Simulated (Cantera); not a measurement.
Input: 1 mol Si₃N₄, 0.24 mol C, 3.2 mol N₂, at 2325 K and 0.133 bar.

These are equilibrium values from Cantera (NASA tables, ideal gas, pure condensed phases), not measurements of a reactor. Candidate condensed phases: C, Si, SiC, Si₃N₄; 20 gas species. Mutual solubility and eutectic melting of coexisting phases are not modelled. The tables' values for SiN are old estimates; treat these amounts as uncertain. The numbers say what is thermodynamically allowed, not how fast it happens.

Base state: N₂ 0.989, Si 0.00870, Si₂C 0.000763, Si₂N 0.000424, SiN 0.000423, Si₂ 0.000175, Si₃ 3.25e-5, SiC₂ 3.10e-5 (mole fractions); condensed: Si(l) + SiC(s).

Question: What changes in the equilibrium state with this change: temperature from 2325 K to 1950 K?

Answer: 
```json
[
 {"species": "N₂", "before": "0.989", "after": "1.000"},
 {"species": "Si", "before": "0.00870", "after": "0.000131"},
 {"species": "Si₂N", "before": "0.000424", "after": "1.42e-5"},
 {"species": "Si₂C", "before": "0.000763", "after": "2.89e-6"},
 {"species": "SiC₂", "before": "3.10e-5", "after": "1.63e-8"},
 {"species": "Si₃", "before": "3.25e-5", "after": "1.42e-7"},
 {"species": "Si(l), mol", "before": "2.70", "after": "0"},
 {"species": "SiC(s), mol", "before": "0.236", "after": "0.240"},
 {"species": "Si₃N₄(s), mol", "before": "0", "after": "0.920"}
]
```

Question: What changes in the equilibrium state with this change: temperature from 2325 K to 1948 K?

Answer: 
```tsv
species	before	after
N₂	0.989	1.000
Si	0.00870	0.000126
SiN	0.000423	1.36e-5
Si₂C	0.000763	2.75e-6
SiC₂	3.10e-5	1.58e-8
Si₃	3.25e-5	1.31e-7
Si₂	0.000175	8.24e-7
Si₂N	0.000424	1.35e-5
Si(l), mol	2.70	0
SiC(s), mol	0.236	0.240
Si₃N₄(s), mol	0	0.920
```
